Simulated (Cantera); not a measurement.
**Carbon deposition, reforming and gasification: C₂H₆ + CO₂**

Charge: 1 mol C₂H₆, 0.12 mol CO₂, held at 1.33 mbar.

Method: chemical equilibrium by Gibbs-energy minimisation in Cantera with the NASA 1993 tables (ideal gas, pure condensed phases). Candidate condensed phases: C, C₆H₆, C₇H₈, C₈H₁₈, H₂O; 110 gas species. Rates play no part.

From 2623 K to 2898 K the condensed part is C(graphite). From 2923 K to 2948 K nothing is condensed. The main C-bearing gas is CO at 2623 K and C₃ at 2948 K.

```tsv
T (K)	x H	x H₂	x C₃	x CO	x C	x C₂	x C₂H₂ (acetylene)	x C₂H	n C(graphite)
2623	0.636	0.304	0.00230	0.0502	0.000625	0.000217	0.00539	0.00104	1.78
2648	0.666	0.274	0.00326	0.0490	0.000851	0.000309	0.00533	0.00125	1.76
2673	0.694	0.245	0.00460	0.0478	0.00115	0.000438	0.00523	0.00150	1.73
2698	0.720	0.217	0.00643	0.0467	0.00155	0.000615	0.00509	0.00178	1.69
2723	0.743	0.192	0.00893	0.0456	0.00208	0.000859	0.00492	0.00210	1.64
2748	0.763	0.168	0.0123	0.0445	0.00277	0.00119	0.00471	0.00246	1.57
2773	0.780	0.147	0.0169	0.0434	0.00367	0.00164	0.00447	0.00286	1.47
2798	0.793	0.127	0.0231	0.0423	0.00484	0.00226	0.00421	0.00330	1.34
2823	0.801	0.109	0.0314	0.0412	0.00634	0.00308	0.00392	0.00378	1.16
2848	0.804	0.0924	0.0423	0.0400	0.00828	0.00417	0.00361	0.00429	0.906
2873	0.802	0.0775	0.0568	0.0387	0.0108	0.00563	0.00328	0.00482	0.561
2898	0.792	0.0641	0.0758	0.0373	0.0139	0.00755	0.00293	0.00535	0.0818
2923	0.797	0.0552	0.0778	0.0367	0.0164	0.00848	0.00230	0.00509	0
2948	0.804	0.0478	0.0763	0.0363	0.0191	0.00923	0.00176	0.00471	0
```
x: gas mole fraction; n: condensed amount in mol.
